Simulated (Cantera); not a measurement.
An adiabatic, constant-volume homogeneous reactor starts with CH3OH : O2 : N2 = 1 : 2.17 : 8.17 (molar parts), at 1250 K and 101000 Pa. Integrator tolerance rtol = 1e-08.

Cantera simulation using GRI-Mech 3.0 (53 species, 325 reactions); the numbers are that mechanism's predictions, not measurements. GRI-Mech 3.0 was tuned for natural gas; its chemistry of methanol as a main component is partial and can be far from experiment.

Problem. What does this change do: N2 8.17 to 16 parts?

Solution. 
```tsv
quantity	before	after
time of steepest temperature rise	4.56 ms	5.56 ms
temperature at 0.900 s	2669 K	2325 K
equilibrium temperature	2669 K	2325 K
x(CH3OH) at 0.900 s	<1e-12 (gas-phase equilibrium <1e-12)	<1e-12 (gas-phase equilibrium <1e-12)
x(O2) at 0.900 s	0.0533 (gas-phase equilibrium 0.0533)	0.0312 (gas-phase equilibrium 0.0312)
x(NO) at 0.900 s	0.0142 (gas-phase equilibrium 0.0142)	0.00647 (gas-phase equilibrium 0.00647)
x(H2O) at 0.900 s	0.150 (gas-phase equilibrium 0.150)	0.0981 (gas-phase equilibrium 0.0981)
x(H2O2) at 0.900 s	5.23e-7 (gas-phase equilibrium 5.23e-7)	1.14e-7 (gas-phase equilibrium 1.14e-7)
```

Problem. What does this change do: N2 8.17 to 19 parts?

Solution. 
| quantity | before | after |
|---|---|---|
| time of steepest temperature rise | 4.56 ms | 5.89 ms |
| temperature at 0.900 s | 2669 K | 2221 K |
| equilibrium temperature | 2669 K | 2221 K |
| x(CH3OH) at 0.900 s | <1e-12 (gas-phase equilibrium <1e-12) | <1e-12 (gas-phase equilibrium <1e-12) |
| x(O2) at 0.900 s | 0.0533 (gas-phase equilibrium 0.0533) | 0.0271 (gas-phase equilibrium 0.0271) |
| x(NO) at 0.900 s | 0.0142 (gas-phase equilibrium 0.0142) | 0.00491 (gas-phase equilibrium 0.00492) |
| x(H2O) at 0.900 s | 0.150 (gas-phase equilibrium 0.150) | 0.0862 (gas-phase equilibrium 0.0862) |
| x(H2O2) at 0.900 s | 5.23e-7 (gas-phase equilibrium 5.23e-7) | 6.95e-8 (gas-phase equilibrium 6.95e-8) |
